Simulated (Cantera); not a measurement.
**Diamond growth**

A diamond (100) surface in a fixed gas of H2 with x(CH4) = 0.026, x(CH3) = 2.1e-05, at 1123 K, 0.220 bar; coverages are run to steady state.

Model: the Harris–Goodwin 1993 mechanism for the reconstructed diamond (100) surface, integrated in Cantera.

| x(H) | growth (µm/h) | θ c6HH | θ c6H* | θ c6*H | θ c6** | θ c6HM |
|---|---|---|---|---|---|---|
| 0.0001 | 0.340 | 0.597 | 0.0242 | 0.364 | 0.00564 | 0.00549 |
| 0.00023 | 0.803 | 0.543 | 0.0273 | 0.410 | 0.0102 | 0.00584 |
| 0.00055 | 1.59 | 0.514 | 0.0289 | 0.435 | 0.0148 | 0.00500 |
| 0.0013 | 2.49 | 0.501 | 0.0297 | 0.446 | 0.0180 | 0.00336 |
| 0.003 | 3.18 | 0.496 | 0.0301 | 0.451 | 0.0197 | 0.00188 |
| 0.0069 | 3.61 | 0.494 | 0.0305 | 0.453 | 0.0206 | 0.000933 |
| 0.016 | 3.84 | 0.493 | 0.0310 | 0.454 | 0.0211 | 0.000428 |
| 0.038 | 3.96 | 0.493 | 0.0321 | 0.453 | 0.0215 | 0.000187 |
| 0.088 | 4.07 | 0.492 | 0.0344 | 0.451 | 0.0221 | 8.26e-5 |
θ: site fractions in the mechanism's names (c6HH fully hydrogenated, c6H* and c6*H radical sites, c6** diradical, c6HM methylated).
